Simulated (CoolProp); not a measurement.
A closed Brayton cycle with carbon dioxide: compressor inlet 309.15 K and 8.5 MPa, high pressure 15.5 MPa, turbine inlet 720 K, compressor efficiency 0.85, turbine efficiency 0.93, recuperator effectiveness 0.95 (on enthalpy, no pinch check). Each further row changes one setting.

Computed with CoolProp (reference Helmholtz-energy equation of state, Span 1996).

```csv
case,thermal efficiency (%),net work (kJ/kg),compressor to turbine work,compressor exit (K),turbine exit (K)
as stated,29.0,58.8,0.18,330.0,650.9
turbine inlet 670 K,27.2,52.9,0.20,330.0,603.6
compressor inlet 319.15 K,30.6,47.5,0.34,364.1,650.9
high pressure 13.2 MPa,25.3,44.5,0.17,324.2,669.1
recuperator effectiveness 0.5,15.4,58.8,0.18,330.0,650.9
```
